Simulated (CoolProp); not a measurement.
Carbon monoxide at 285.05 K and 5.32 MPa is throttled through a valve to 1.98 MPa with no heat exchange. Each further row changes one setting.

Computed with CoolProp (reference Helmholtz-energy equation of state, Lemmon 2006). It is a short technical equation, of lower accuracy than the large ones.

```tsv
case	temperature change (K)	final density (kg/m³)
as stated	…	…
outlet pressure 0.594 MPa	…	…
outlet pressure 2.57 MPa	-6.7	…
```

Problem. Some entries are withheld; supply them.

Solution. 
- as stated, temperature change (K): -8.3
- as stated, final density (kg/m³): 24.4
- outlet pressure 0.594 MPa, temperature change (K): -12.2
- outlet pressure 0.594 MPa, final density (kg/m³): 7.36
- outlet pressure 2.57 MPa, final density (kg/m³): 31.5
